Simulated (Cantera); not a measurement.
An adiabatic, constant-volume homogeneous reactor starts with CH4 : O2 : N2 = 1 : 1.54 : 5.78 (molar parts), equivalence ratio 1.3, at 1798 K and 19500 Torr. Integrator tolerance rtol = 1e-08.

Cantera simulation using GRI-Mech 3.0 (53 species, 325 reactions); the numbers are that mechanism's predictions, not measurements. The pressure lies above the range GRI-Mech 3.0 was tuned for (to about 10 atm). Above 3000 K some thermodynamic fits are extrapolated.

Question: What does this change do: pressure from 19500 Torr to 750 Torr?

Answer: 
```json
[
 {"quantity": "time of steepest temperature rise", "before": "7.50 µs", "after": "0.111 ms"},
 {"quantity": "temperature at 2.00 s", "before": "3342 K", "after": "3012 K"},
 {"quantity": "equilibrium temperature", "before": "3342 K", "after": "3012 K"},
 {"quantity": "x(CH4) at 2.00 s", "before": "3.27e-11 (gas-phase equilibrium 3.84e-11)", "after": "<1e-12 (gas-phase equilibrium <1e-12)"},
 {"quantity": "x(O2) at 2.00 s", "before": "0.00374 (gas-phase equilibrium 0.00374)", "after": "0.00846 (gas-phase equilibrium 0.00846)"},
 {"quantity": "x(H) at 2.00 s", "before": "0.0122 (gas-phase equilibrium 0.0122)", "after": "0.0277 (gas-phase equilibrium 0.0277)"},
 {"quantity": "x(CH2O) at 2.00 s", "before": "7.69e-8 (gas-phase equilibrium 7.69e-8)", "after": "3.13e-9 (gas-phase equilibrium 3.13e-9)"},
 {"quantity": "x(HO2) at 2.00 s", "before": "1.23e-5 (gas-phase equilibrium 1.23e-5)", "after": "5.35e-6 (gas-phase equilibrium 5.35e-6)"}
]
```

Question: What does this change do: initial temperature 1798 to 1200 K?

Answer: 
| quantity | before | after |
|---|---|---|
| time of steepest temperature rise | 7.50 µs | 1.72 ms |
| temperature at 2.00 s | 3342 K | 3058 K |
| equilibrium temperature | 3342 K | 3058 K |
| x(CH4) at 2.00 s | 3.27e-11 (gas-phase equilibrium 3.84e-11) | 6.25e-11 (gas-phase equilibrium 7.13e-11) |
| x(O2) at 2.00 s | 0.00374 (gas-phase equilibrium 0.00374) | 0.000862 (gas-phase equilibrium 0.000862) |
| x(H) at 2.00 s | 0.0122 (gas-phase equilibrium 0.0122) | 0.00450 (gas-phase equilibrium 0.00450) |
| x(CH2O) at 2.00 s | 7.69e-8 (gas-phase equilibrium 7.69e-8) | 8.04e-8 (gas-phase equilibrium 8.04e-8) |
| x(HO2) at 2.00 s | 1.23e-5 (gas-phase equilibrium 1.23e-5) | 2.96e-6 (gas-phase equilibrium 2.96e-6) |

Question: What does this change do: 0.028 parts C2H6 added?

Answer: 
```tsv
quantity	before	after
time of steepest temperature rise	7.50 µs	5.23 µs
temperature at 2.00 s	3342 K	3338 K
equilibrium temperature	3342 K	3338 K
x(CH4) at 2.00 s	3.27e-11 (gas-phase equilibrium 3.84e-11)	5.92e-11 (gas-phase equilibrium 6.89e-11)
x(O2) at 2.00 s	0.00374 (gas-phase equilibrium 0.00374)	0.00263 (gas-phase equilibrium 0.00263)
x(H) at 2.00 s	0.0122 (gas-phase equilibrium 0.0122)	0.0129 (gas-phase equilibrium 0.0129)
x(CH2O) at 2.00 s	7.69e-8 (gas-phase equilibrium 7.69e-8)	9.87e-8 (gas-phase equilibrium 9.87e-8)
x(HO2) at 2.00 s	1.23e-5 (gas-phase equilibrium 1.23e-5)	9.39e-6 (gas-phase equilibrium 9.39e-6)
```
